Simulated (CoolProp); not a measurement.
Fluoroethane (R161) along the isobar 50 bar: density (kg/m³) from the reference equation and from simpler models built on Tc = 375.2 K, pc = 50.10 bar, ω = 0.216; each cubic takes its own stable root.

The numbers come from the reference Helmholtz-energy equation of state, Wu 2012 in CoolProp.

```csv
T (K),phase,reference
322.8,liquid,670.3
332.6,liquid,645.2
342.4,liquid,616.6
352.2,liquid,583.0
361.9,liquid,540.3
371.7,liquid,466.3
381.5,gas,150.5
391.3,gas,124.5
401.1,gas,110.9
410.9,gas,101.7
420.6,gas,94.84
430.4,gas,89.30
440.2,gas,84.70
450,gas,80.78
```

**Question.** How far does each simpler model (van der Waals, Soave-Redlich-Kwong, Peng-Robinson) lie from the reference over these 14 states: mean and median of the absolute difference, and the worst?

**Answer.** 
- van der Waals: mean 19.2 %, median 4.6 %, worst -42.0 % at 322.8 K and 50 bar
- Soave-Redlich-Kwong: mean 10.7 %, median 3.7 %, worst -27.8 % at 371.7 K and 50 bar
- Peng-Robinson: mean 6.0 %, median 2.0 %, worst -19.9 % at 371.7 K and 50 bar
